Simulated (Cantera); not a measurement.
## Catalytic combustion on Pt

An isothermal plug-flow reactor at 700 K and 675 Torr (inlet), inlet velocity 1.8 m/s, active area per volume 700 1/m; feed 0.359 % H2, 2.99 % O2, 94.5 % N2, 2.15 % H2O, equivalence ratio 0.060.

Detailed kinetics in Cantera: Deutschmann's 1995 Pt surface mechanism with GRI-Mech 3.0 gas chemistry. Catalytic surfaces can have several steady states; this one follows from the mechanism file's or the stated starting coverage. Mass transfer to the wall is taken as infinitely fast.

```tsv
z (m)	x H2	x O2	x H2O	θ free Pt	θ O*	θ OH*
4.5e-05	0.00320	0.0297	0.0219	0.193	0.795	0.0111
7.5e-05	0.00299	0.0296	0.0221	0.181	0.808	0.0109
0.00012	0.00271	0.0295	0.0224	0.165	0.824	0.0105
0.00021	0.00229	0.0293	0.0228	0.141	0.850	0.00988
0.00035	0.00184	0.0291	0.0233	0.114	0.877	0.00909
0.00058	0.00138	0.0288	0.0238	0.0870	0.905	0.00811
0.00096	0.000978	0.0286	0.0242	0.0630	0.930	0.00703
0.0016	0.000646	0.0285	0.0245	0.0439	0.950	0.00595
0.0027	0.000395	0.0284	0.0248	0.0304	0.965	0.00501
0.0045	0.000222	0.0283	0.0249	0.0224	0.973	0.00433
```
x: gas mole fraction; θ: surface coverage.
